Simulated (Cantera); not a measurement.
Feed: 1 mol CaO, 15 mol HCl, 0.38 mol N₂, held at 30000 Pa.

Cantera equilibrium calculation (NASA polynomials, part measured and part estimated; ideal gas, pure solids and liquids). Candidate condensed phases: Ca, CaCl₂, CaO, Ca(OH)₂, H₂O, NH₄Cl; 36 gas species. Condensed phases not in the tables: oxide chlorides. Rates play no part.

Q: At 1425 K, list the 6 most abundant gas species with their mole fractions, and the condensed phases.

A: HCl 0.902, H₂O 0.0694, N₂ 0.0264, CaCl₂ 0.00171, Cl 0.000512, H₂ 0.000323. Condensed: CaCl₂(l).
